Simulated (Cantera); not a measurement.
Mixture: CH4 : O2 : N2 = 1 : 1.25 : 4.7 (molar parts), equivalence ratio 1.6, at 100000 Pa, adiabatic and at constant pressure. Ignition delay is the time to a rise of 400 K.

Cantera simulation using GRI-Mech 3.0 (53 species, 325 reactions); the numbers are that mechanism's predictions, not measurements.

Q: Predict: delay at 1050 K; delay at 1150 K; delay at 1250 K; delay at 1350 K; delay at 1450 K; delay at 1550 K; apparent activation energy between 1350 and 1550 K.

A: 
- delay at 1050 K: 0.609 s
- delay at 1150 K: 0.124 s
- delay at 1250 K: 29.6 ms
- delay at 1350 K: 8.04 ms
- delay at 1450 K: 2.46 ms
- delay at 1550 K: 0.864 ms
- apparent activation energy between 1350 and 1550 K: 190 kJ/mol
